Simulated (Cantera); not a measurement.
Charge: 1 mol Zr, 2.5 mol N₂O, 2.1 mol H₂, held at 0.130 Pa.

These are equilibrium values from Cantera (NASA tables, ideal gas, pure condensed phases), not measurements of a reactor. Candidate condensed phases: H₂O, Zr, ZrN, ZrO₂; 28 gas species. Equilibrium is a limit: real reactors are often held back by kinetics, nucleation or transport.

x: gas mole fraction; n: condensed amount in mol.

| T (K) | x H | x N₂ | x O | x ZrO | x H₂ | x ZrO₂ | n ZrO₂(tetragonal) |
|---|---|---|---|---|---|---|---|
| 2073 | 0.508 | 0.372 | 0.0545 | 2.29e-6 | 0.0486 | 0.000131 | 0.999 |
| 2123 | 0.539 | 0.361 | 0.0611 | ___ | ___ | ___ | 0.997 |
| 2173 | 0.557 | 0.354 | 0.0648 | 8.23e-5 | 0.0173 | 0.00103 | 0.992 |
| 2223 | 0.566 | 0.350 | 0.0670 | 0.000458 | 0.0102 | 0.00270 | 0.977 |
| 2273 | 0.568 | 0.346 | 0.0693 | ___ | ___ | ___ | 0.934 |
| 2323 | 0.557 | 0.336 | 0.0762 | 0.0106 | 0.00340 | 0.0162 | 0.800 |
| 2373 | 0.515 | 0.308 | 0.0984 | 0.0380 | 0.00176 | 0.0376 | 0.388 |
| 2423 | 0.475 | 0.284 | 0.125 | 0.0691 | 0.000934 | 0.0446 | 0 |
| 2473 | 0.470 | 0.280 | 0.137 | 0.0816 | 0.000576 | 0.0305 | 0 |

Problem. Complete the blanks.

Solution. 
- 2123, x ZrO: 1.39e-5
- 2123, x H₂: 0.0294
- 2123, x ZrO₂: 0.000378
- 2273, x ZrO: 0.00236
- 2273, x H₂: 0.00594
- 2273, x ZrO₂: 0.00676
